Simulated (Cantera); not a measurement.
A Cantera script and its output.

```python
import numpy as np
import cantera as ct

gas = ct.Solution("h2o2.yaml")
gas.TPX = 1000, 42000, {'H2': 1, 'O2': 1, 'N2': 0.58}
reactor = ct.IdealGasConstPressureReactor(gas, energy="off", clone=False)
net = ct.ReactorNet([reactor])
net.rtol, net.atol = 1e-08, 1e-18
show = ['H2', 'O2', 'H', 'H2O2', 'O', 'H2O', 'OH']
times = np.geomspace(0.0003, 6, 9)

steps = ct.SolutionArray(gas, extra=["t"])
rows = []
print(f"{'t/s':>10s}{'T/K':>9s}{'P/Pa':>11s}" + "".join(f"{s:>11s}" for s in show))
for t in times:
    while net.time < t:
        t_next = net.step()
        steps.append(gas.state, t=t_next)
    rows.append([np.interp(t, steps.t, y) for y in (steps.T, steps.P, *steps(*show).X.T)])
    print(f"{t:10.3e}{rows[-1][0]:9.1f}{rows[-1][1]:11.4g}" + "".join(f"{x:11.3e}" for x in rows[-1][2:]))
rate = np.gradient(steps.T, steps.t)
print("integrator steps:", len(steps.t))
if steps.T.max() > steps.T[0] + 200:
    print(f"time of steepest temperature rise: {steps.t[rate.argmax()]:.4e} s")
gas.TPX = 1000, 42000, {'H2': 1, 'O2': 1, 'N2': 0.58}
gas.equilibrate("TP")
print(f"equilibrium (TP): T = {gas.T:.1f} K  " + "  ".join(f"{s} {gas[s].X[0]:.3e}" for s in show))
```

Result:

```
       t/s      T/K       P/Pa         H2         O2          H       H2O2          O        H2O         OH
 3.000e-04   1000.0    4.2e+04  8.041e-02  2.703e-01  9.419e-04  2.935e-05  5.130e-04  3.796e-01  5.364e-04
 1.035e-03   1000.0    4.2e+04  6.466e-02  2.648e-01  1.365e-06  2.086e-04  1.023e-06  4.004e-01  8.369e-07
 3.568e-03   1000.0    4.2e+04  6.352e-02  2.643e-01  1.938e-06  3.283e-04  1.469e-06  4.017e-01  1.200e-06
 1.230e-02   1000.0    4.2e+04  5.689e-02  2.617e-01  3.082e-06  6.168e-04  2.390e-06  4.097e-01  2.303e-06
 4.243e-02   1000.0    4.2e+04  3.357e-02  2.528e-01  2.033e-06  5.541e-04  2.208e-06  4.387e-01  2.568e-06
 1.463e-01   1000.0    4.2e+04  7.146e-03  2.430e-01  3.319e-07  1.260e-04  9.434e-07  4.718e-01  1.826e-06
 5.045e-01   1000.0    4.2e+04  6.585e-04  2.406e-01  9.447e-09  3.920e-06  6.260e-08  4.799e-01  5.443e-07
 1.740e+00   1000.0    4.2e+04  9.107e-05  2.404e-01  3.503e-10  1.282e-07  2.760e-09  4.807e-01  1.371e-07
 6.000e+00   1000.0    4.2e+04  1.070e-05  2.404e-01  2.009e-11  4.869e-09  1.655e-10  4.808e-01  5.614e-08
integrator steps: 2220
equilibrium (TP): T = 1000.0 K  H2 1.331e-10  O2 2.404e-01  H 4.067e-14  H2O2 4.302e-10  O 1.197e-10  H2O 4.808e-01  OH 3.249e-07
```

Detailed kinetics in Cantera: the H2/O2 subset of GRI-Mech 3.0, which has no nitrogen chemistry. The temperature is held fixed by assumption; the heat of reaction is taken as removed at once.
